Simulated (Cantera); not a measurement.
# Thermodynamics of hydrogen reduction and annealing atmospheres, feed Al2O3 + H2

Input: 1 mol Al2O3, 21 mol H2, equilibrated at 823 K and 13300 Pa.

These are equilibrium values from Cantera (NASA tables, ideal gas, pure condensed phases), not measurements of a reactor. Candidate condensed phases: Al, Al2O3, H2O; 19 gas species. The numbers say what is thermodynamically allowed, not how fast it happens.

| Property | Result |
|---|---|
| x(H2) | 1.00 |
| n(Al2O3(s)) | 1.00 mol |
| gas amount | 21.00 mol |
| log10 activity of Al(s) (absent) | -1.91 |
